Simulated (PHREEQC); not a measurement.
1 kg of water holding 0.29 mol NaCl, 0.5 mol Na2SO4 and 0.0039 mol K2SO4 is evaporated at 25 °C; the solids stay in contact with the brine. No CO2 enters from the air. Solids allowed: Arcanite, Glaserite, Halite, Mirabilite, Misenite, Sylvite, Thenardite. Others were left out.

All values are PHREEQC results (Pitzer model, pitzer.dat), not measurements.

| water left (kg) | ionic strength | water activity | Thenardite (mol) | Mirabilite (mol) | Halite (mol) |
|---|---|---|---|---|---|
| 1 | 1.80 | 0.972 | 0 | 0 | 0 |
| 0.6755 | (withheld) | 0.960 | 0 | 0 | 0 |
| 0.375 | 4.80 | 0.927 | 0 | 0 | 0 |
| 0.2296 | 6.12 | 0.898 | 0 | 0.132 | 0 |
| 0.08584 | 8.01 | 0.805 | (withheld) | 0.304 | 0 |
| 0.08584 | 8.01 | 0.805 | 0.320 | 0.0510 | 0 |
| 0.05275 | 7.72 | 0.744 | 0.465 | 0 | 0 |
| 0.03564 | 7.79 | (withheld) | 0.478 | 0 | 0.0902 |
| 0.01979 | 7.92 | 0.738 | 0.489 | 0 | 0.178 |
| 0.01337 | 8.06 | 0.735 | 0.494 | 0 | 0.213 |

Q: Complete the blanks.

A: 
- 0.6755, ionic strength: 2.67
- 0.08584, Thenardite (mol): 0.0671
- 0.03564, water activity: 0.740
